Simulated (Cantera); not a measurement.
A perfectly stirred reactor is fed with CH4 : O2 : N2 = 1 : 2.41 : 9.06 (molar parts), equivalence ratio 0.83, at 10.0 bar; it is adiabatic with a 700 K inlet, and is followed from long to short residence time, starting on the burning branch (τ in s: 0.061, 0.03, 0.015, 0.0071, 0.0035, 0.0017, 0.00083, 0.00041, 0.0002, 9.8e-05).

Detailed kinetics in Cantera: GRI-Mech 3.0 (53 species, 325 reactions).

One state of this run: T (K) = 2275; x CH4 = 0.000101; x O2 = 0.0359; x H2 = 0.00207; x CH3 = 4.43e-5; x H2O2 = 6.66e-7. x: mole fraction; the columns are a selection and need not sum to one.

Question: Which value of τ (s) does it belong to?
A. 0.015
B. 0.00083
C. 0.0035
D. 0.00020

Answer: D, 0.00020
